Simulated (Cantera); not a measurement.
## Aluminium and copper etching: Al + HCl + N₂

Charge: 1 mol Al, a varied amount of HCl, 0.3 mol N₂, held at 1052 °C and 45000 Pa.

Equilibrium computed with Cantera from the NASA thermochemical tables; the gas is ideal and each condensed phase is pure. Candidate condensed phases: Al, AlCl₃, AlN, NH₄Cl; 20 gas species. The tables' values for AlCl₂ are old estimates; treat these amounts as uncertain. Equilibrium is a limit: real reactors are often held back by kinetics, nucleation or transport.

From 2 mol HCl to 2.9 mol HCl the condensed part is AlN(s). From 4.2 mol HCl to 17 mol HCl nothing is condensed. The main Al-bearing gas is AlCl₃ throughout.

```
n(HCl) (mol)  log p HCl  log p H₂  log p AlCl₃  log p N₂  n AlN(s)
------------  ---------  --------  -----------  --------  --------
2                 -1.27     -0.65        -0.83     -1.61     0.404
2.9               -1.26     -0.67        -0.85     -1.42     0.144
4.2               -0.87     -0.77        -0.95     -1.47         0
5.9               -0.64     -0.93        -1.10     -1.63         0
8.4               -0.53     -1.08        -1.26     -1.78         0
12                -0.46     -1.24        -1.42     -1.94         0
17                -0.43     -1.40        -1.57     -2.09         0
```
log p: log10 of the partial pressure in bar; n: condensed amount in mol.
